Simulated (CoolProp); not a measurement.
The fluoroketone C6F12O (FK-5-1-12) along the isobar 2.95 MPa: Z from the reference equation and from simpler models built on Tc = 168.7 °C, pc = 1.869 MPa, ω = 0.471; each cubic takes its own stable root.

Computed with CoolProp (reference Helmholtz-energy equation of state, McLinden 2015).

```csv
T (°C),phase,reference,van der Waals,Soave-Redlich-Kwong,Peng-Robinson
-89.25,liquid,0.3171,(withheld),0.3590,0.3206
-57.65,liquid,0.2829,0.4808,0.3151,(withheld)
-26.05,liquid,0.2585,0.4341,0.2842,(withheld)
5.55,liquid,0.2409,0.4001,0.2626,0.2333
37.15,liquid,0.2286,(withheld),0.2483,0.2202
68.75,liquid,0.2211,0.3586,0.2407,(withheld)
100.45,liquid,0.2186,0.3490,0.2404,(withheld)
132.05,liquid,0.2231,0.3474,0.2512,0.2231
163.65,liquid,0.2431,0.3576,0.2865,0.2573
195.25,supercritical,0.3626,0.3923,(withheld),0.3989
226.85,supercritical,0.6039,0.4921,0.6413,0.6075
```

Question: Complete the blanks.

Answer: 
- -89.25, van der Waals: 0.5460
- -57.65, Peng-Robinson: 0.2808
- -26.05, Peng-Robinson: 0.2529
- 37.15, van der Waals: 0.3755
- 68.75, Peng-Robinson: 0.2131
- 100.45, Peng-Robinson: 0.2129
- 195.25, Soave-Redlich-Kwong: 0.4278
